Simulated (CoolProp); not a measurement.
Vapour-liquid equilibrium of n-pentane (1) + cyclohexane (2) at 0.647 MPa; x and y are mole fractions of (1).

The numbers come from the multi-fluid Helmholtz-energy mixture model, Thol 2019 and Zhou 2014; pair parameters Bell 2016 in CoolProp.

**Question.** Give the bubble temperature and the first vapour's composition at x = 0.2, 0.5, 0.95. Is there an azeotrope?

**Answer.** x = 0.2: 141.4 °C, y = 0.393; x = 0.5: 123.8 °C, y = 0.720; x = 0.95: 105.6 °C, y = 0.979. No azeotrope shows between x = 0.05 and 0.95.

The pair parameters rest on a limited set of measurements; away from them the model extrapolates.
